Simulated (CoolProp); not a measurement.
Properties of R507A along the isotherm 97.95 °C (Tc = 70.6 °C, pc = 3705 kPa, ω = 0.286).

The numbers come from the reference Helmholtz-energy equation of state, Lemmon 2003 in CoolProp. It is a pseudo-pure fit of the blend.

| p (kPa) | phase | density (kg/m³) | Joule-Thomson coefficient (K/MPa) | isothermal compressibility (1/MPa) | conductivity (mW/(m K)) | fugacity coefficient |
|---|---|---|---|---|---|---|
| 463 | gas | 15.38 | [?] | 2.240 | 19.2 | 0.9656 |
| 926 | gas | 31.97 | 8.830 | 1.167 | 19.7 | [?] |
| 1390 | gas | 50.04 | 9.064 | 0.8140 | 20.2 | 0.8986 |
| 1850 | gas | 69.71 | 9.316 | 0.6442 | 20.8 | 0.8661 |
| 2320 | gas | 92.02 | 9.591 | 0.5462 | 21.6 | 0.8334 |
| 2780 | gas | 116.6 | 9.872 | 0.4889 | 22.4 | 0.8019 |
| 3240 | gas | [?] | 10.15 | 0.4556 | 23.3 | 0.7707 |
| 3700 | gas | 177.8 | [?] | 0.4405 | 24.5 | 0.7399 |
| 4170 | supercritical | 218.7 | 10.53 | [?] | 26.0 | 0.7087 |
| 4630 | supercritical | [?] | 10.43 | 0.4563 | 27.9 | 0.6784 |
| 5090 | supercritical | 333.0 | 9.868 | [?] | 30.4 | 0.6483 |
| 5560 | supercritical | 415.7 | 8.582 | 0.4563 | 33.8 | 0.6181 |

Question: Complete the blanks.

Answer: 
- 463, Joule-Thomson coefficient (K/MPa): 8.616
- 926, fugacity coefficient: 0.9319
- 3240, density (kg/m³): 144.8
- 3700, Joule-Thomson coefficient (K/MPa): 10.39
- 4170, isothermal compressibility (1/MPa): 0.4413
- 4630, density (kg/m³): 268.7
- 5090, isothermal compressibility (1/MPa): 0.4754

Thermal conductivity comes from a separate model (Geller 2001).
